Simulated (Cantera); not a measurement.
A closed system holds: 1 mol Si, 3.8 mol HF.

These are equilibrium values from Cantera (NASA tables, ideal gas, pure condensed phases), not measurements of a reactor. Candidate condensed phases: Si; 25 gas species. The tables' values for SiF2, SiF3 are old estimates. Rates play no part.

Stable condensed phases, one row left out:

```
T in K \ P in Pa
              1    3.2     10     32    100    320   1000   3200  10000  32000 100000
   1523       A      A      A      A      A      A      A      A      A      A      A
   1473       A      A      A      A      A      A      A      A      A      A      A
   1373       A      A      A      A      A      A      B      B      B      B      B
   1323       A      A      A      A      A      B      B      B      B      B      B
   1273       A      A      A      B      B      B      B      B      B      B      B
   1223       A      B      B      B      B      B      B      B      B      B      B
   1173       B      B      B      B      B      B      B      B      B      B      B
   1123       B      B      B      B      B      B      B      B      B      B      B
   1073       B      B      B      B      B      B      B      B      B      B      B
   1023       B      B      B      B      B      B      B      B      B      B      B
```

A: gas only; B: Si.

Problem. Give the row for 1423 K.

Solution. 1: gas only; 3.2: gas only; 10: gas only; 32: gas only; 100: gas only; 320: gas only; 1000: gas only; 3200: gas only; 10000: Si; 32000: Si; 100000: Si.
